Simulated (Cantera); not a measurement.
Input: 1 mol MgCO3, 1.7 mol O2, 7.4 mol N2, 0.7 mol SO2, 0.24 mol CO2, at 1 atm.

Cantera equilibrium calculation (NASA polynomials, part measured and part estimated; ideal gas, pure solids and liquids). Candidate condensed phases: C, Mg, MgCO3, MgO, MgS, MgSO4, S; 40 gas species. Mutual solubility and eutectic melting of coexisting phases are not modelled. Kinetics and transport are ignored.

### Question
Which condensed phases are stable at each of these points (T (K)): 1250, 1275, 1300, 1325, 1350, 1375, 1400, 1425, 1450?

### Answer
```csv
T (K),condensed phases,Mg condensed (%)
1250,MgO(s) + MgSO4(s),100.0
1275,MgO(s),100.0
1300,MgO(s),100.0
1325,MgO(s),100.0
1350,MgO(s),100.0
1375,MgO(s),100.0
1400,MgO(s),100.0
1425,MgO(s),100.0
1450,MgO(s),100.0
```

At 1250 K the condensed part is MgO(s) + MgSO4(s). From 1275 K to 1450 K the condensed part is MgO(s).
